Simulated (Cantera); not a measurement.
Feed: 1 mol Si₂H₆, 33 mol H₂, 1.6 mol HCl, at 800 K and 0.640 bar.

Cantera equilibrium calculation (NASA polynomials, part measured and part estimated; ideal gas, pure solids and liquids). Candidate condensed phases: Si; 19 gas species. The feed counts by its element totals alone. Equilibrium is a limit: real reactors are often held back by kinetics, nucleation or transport.

Base state: H₂ 0.987, SiHCl₃ 0.00636, SiCl₄ 0.00550, HCl 0.000772, SiH₂Cl₂ 0.000593, SiH₃Cl 1.28e-5 (mole fractions); condensed: Si(s).

What changes in the equilibrium state with this change: pressure from 0.640 bar to 0.0100 bar?


```json
[
 {"species": "H₂", "before": "0.987", "after": "0.987"},
 {"species": "SiCl₄", "before": "0.00550", "after": "0.00789"},
 {"species": "SiHCl₃", "before": "0.00636", "after": "0.00294"},
 {"species": "HCl", "before": "0.000772", "after": "0.00239"},
 {"species": "SiH₃Cl", "before": "1.28e-5", "after": "6.17e-7"},
 {"species": "SiH₂Cl₂", "before": "0.000593", "after": "8.88e-5"},
 {"species": "SiCl₃", "before": "5.54e-6", "after": "2.05e-5"},
 {"species": "Si(s), mol", "before": "1.54", "after": "1.59"}
]
```
The tables' values for SiCl₃ are old estimates; treat these amounts as uncertain.
